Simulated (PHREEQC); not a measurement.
1 kg of water holding 0.0073 mol NaOH, 0.23 mol Na2CO3, 0.36 mol NaCl and 0.021 mol Na2SO4 is evaporated at 25 °C; the solids stay in contact with the brine. CO2 from the air is kept out. Only these solids could form: Burkeite, Halite, Mirabilite, Nahcolite, Natron, Thenardite, Trona.

The series has 17 steps of water left (kg), from 1 to 0.008672.

Equilibrium calculation in PHREEQC: Pitzer model, pitzer.dat.

Q: Which solids form, in which order, and at which step of the series does each first stand?

A: Burkeite from water left = 0.09505 kg (pH 12.86); Halite from water left = 0.09505 kg (pH 12.86); Natron from water left = 0.0524 kg (pH 13.18).

Complexes and solids missing from the database can't appear.
